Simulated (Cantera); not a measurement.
Input (Python, Cantera) and output of one run.

```python
import numpy as np
import cantera as ct

gas_names = """
    H HNO HNO2 HNO3 HO2 H2 H2O H2O2 N NH NH2 NH3 NH2OH NO NO2 NO3 N2 N2H2 N2H4 N2O O OH O2 O3 V VN VO
    VO2
""".split()
cond_names = """
    H2O(s) H2O(L) V(cr) V(L) VN(s) VO(s) VO(L) V2O3(s) V2O3(L) V2O4(I) V2O4(II) V2O4(L) V2O5(s) V2O5(L)
""".split()


def load(file, names, dense=False):
    # The tables refer to 1 bar. Condensed volumes are neglected.
    table = {s.name: s for s in ct.Species.list_from_file(file)}
    out = []
    for n in names:
        d = dict(table[n].input_data)
        d["thermo"] = dict(d["thermo"], **{"reference-pressure": 1e5})
        if dense:
            d["equation-of-state"] = {"model": "constant-volume", "density": "1e6 g/cm^3"}
        out.append(ct.Species.from_dict(d))
    return out


gas = ct.Solution(thermo="ideal-gas", species=load("nasa_gas.yaml", gas_names))
cond = {s.name: ct.Solution(thermo="fixed-stoichiometry", species=[s], name=s.name)
        for s in load("nasa_condensed.yaml", cond_names, dense=True)}
atoms = {
    'V2O5': {'V': 2, 'O': 5},
    'H2': {'H': 2},
    'N2': {'N': 2},
}
top_T = {'VN(s)': 2300}  # K; cautious upper limits of use, not melting points


def equilibrate(T, P, feed):
    n = {}
    for name, mol in feed.items():
        for a, k in atoms[name].items():
            n[a] = n.get(a, 0.0) + k * mol
    gas.TPX = T, P, n
    mass = sum(n.values()) * gas.mean_molecular_weight
    gas.equilibrate("TP")
    valid = [c for c in cond.values() if c.min_temp <= T <= top_T.get(c.name, c.max_temp)]
    mix = ct.Mixture([(gas, mass / gas.mean_molecular_weight)] + [(c, 0.0) for c in valid])
    mix.T, mix.P = T, P
    mix.equilibrate("TP", solver="vcs", rtol=1e-11, max_steps=5000)
    return mix


results = []
feed = {'V2O5': 1, 'H2': 160, 'N2': 2.4}  # mol
T = 1698.15  # K
P = 19  # Pa
mix = equilibrate(T, P, feed)
results.append((T, P, feed, dict(zip(mix.species_names, mix.species_moles))))
x = sorted(zip(gas.X, gas.species_names), reverse=True)
print(f"T = {T:g} K  P = {P:g} Pa  gas = {mix.phase_moles(0):.4g} mol")
print("   x: " + "  ".join(f"{s} {v:.3e}" for v, s in x if v > 0.001))
print("   condensed (mol): " + ("  ".join(f"{mix.phase(i).name} {mix.phase_moles(i):.4g}"
      for i in range(1, mix.n_phases) if mix.phase_moles(i) > 1e-12) or "none"))
```

Output:

```
T = 1698.15 K  P = 19 Pa  gas = 163.3 mol
   x: H2 9.625e-01  N2 1.470e-02  H2O 1.210e-02  H 1.031e-02
   condensed (mol): V2O3(s) 0.9715
```

Equilibrium computed with Cantera from the NASA thermochemical tables; the gas is ideal and each condensed phase is pure. Condensed phases not in the tables: the oxides between V2O3 and V2O5 other than VO2.
